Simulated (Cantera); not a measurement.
Input: 1 mol Si, 1.2 mol HCl, 2.5 mol N2, at 425 °C and 6.30e-5 bar.

Equilibrium computed with Cantera from the NASA thermochemical tables; the gas is ideal and each condensed phase is pure. Candidate condensed phases: NH4Cl, Si, Si3N4; 28 gas species. N2 is the only nitrogen source here; it is nearly inert below about 1500 K, so the nitride shown seldom forms there in practice. The numbers say what is thermodynamically allowed, not how fast it happens.

Base state: N2 0.641, HCl 0.233, H2 0.0841, SiCl4 0.0420 (mole fractions); condensed: Si3N4(s).

Problem. What changes in the equilibrium state with this change: temperature from 425 °C to 1000 °C?

Solution. 
```tsv
species	before	after
N2	0.641	0.626
HCl	0.233	0.229
H2	0.0841	0.0754
SiCl2	<1e-9	0.0601
SiCl4	0.0420	0.00342
SiCl3	8.51e-8	0.00560
Cl	<1e-9	6.38e-5
H	<1e-9	2.47e-5
SiHCl3	3.00e-6	4.50e-5
Si3N4(s), mol	0.291	0.260
```
The tables' values for SiCl3 are old estimates; treat these amounts as uncertain.
